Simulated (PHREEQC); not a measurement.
0.85 g of hydrous ferric oxide (600 m²/g; 0.2 weak and 0.005 strong sites per Fe, Dzombak-Morel constants, diffuse double layer) in 1 kg of water with 0.1 mol/kgw of an inert sodium salt and 0.016 mmol/kgw Na2SO4, at 25 °C; the pH is set by adding NaOH or the inert anion's acid. Oxygen alone is held at its pressure in air (log pO2 = -0.68). The system is closed to CO2. Nothing may precipitate in this run.

All values are PHREEQC results (ion-association model, wateq4f.dat), not measurements.

| pH | S sorbed (%) | surface charge σ (C/m²) | surface potential ψ (mV) |
|---|---|---|---|
| 4 | 99.4 | 0.316 | 146 |
| 4.67 | 98.7 | 0.250 | 134 |
| 5.33 | 95.6 | 0.174 | 116 |
| 6 | 80.0 | 0.110 | 93 |
| 6.67 | 35.1 | 0.062 | 66 |
| 7.33 | 5.4 | 0.029 | 37 |
| 8 | 0.5 | 0.004 | 5 |
| 8.67 | 0.0 | -0.020 | -27 |
| 9.33 | 0.0 | -0.051 | -57 |
| 10 | 0.0 | -0.094 | -85 |
| 10.67 | 0.0 | -0.154 | -109 |
| 11.33 | 0.0 | -0.229 | -129 |
| 12 | 0.0 | -0.307 | -141 |
